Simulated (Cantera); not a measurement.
**Ta2O5 + C + CO (carbothermic reduction)**

Input: 1 mol Ta2O5, 3.6 mol C, 0.23 mol CO, at 0.130 bar.

Cantera equilibrium calculation (NASA polynomials, part measured and part estimated; ideal gas, pure solids and liquids). Candidate condensed phases: C, Ta, TaC, Ta2O5; 15 gas species. Mutual solubility and eutectic melting of coexisting phases are not modelled. TaC: taken at fixed stoichiometry. Condensed phases not in the tables: Ta2C. The numbers say what is thermodynamically allowed, not how fast it happens.

From 900 K to 1200 K the condensed part is C(graphite) + Ta2O5(s). From 1350 K to 1950 K the condensed part is TaC(s) + Ta2O5(s).

| T (K) | x CO | x CO2 | x TaO2 | x TaO | n C(graphite) | n Ta2O5(s) | n TaC(s) |
|---|---|---|---|---|---|---|---|
| 900 | 0.672 | 0.328 | <1e-12 | <1e-12 | 3.66 | 1.00 | 0 |
| 1050 | 0.974 | 0.0263 | <1e-12 | <1e-12 | 3.61 | 1.00 | 0 |
| 1200 | 0.998 | 0.00244 | <1e-12 | <1e-12 | 3.60 | 1.00 | 0 |
| 1350 | 0.999 | 0.00118 | <1e-12 | <1e-12 | 0 | 0.485 | 1.03 |
| 1500 | 0.999 | 0.00116 | 1.14e-11 | <1e-12 | 0 | 0.485 | 1.03 |
| 1650 | 0.999 | 0.00115 | 1.31e-9 | 2.02e-11 | 0 | 0.485 | 1.03 |
| 1800 | 0.999 | 0.00114 | 6.62e-8 | 2.06e-9 | 0 | 0.485 | 1.03 |
| 1950 | 0.999 | 0.00113 | 1.79e-6 | 1.01e-7 | 0 | 0.485 | 1.03 |
x: gas mole fraction; n: condensed amount in mol.
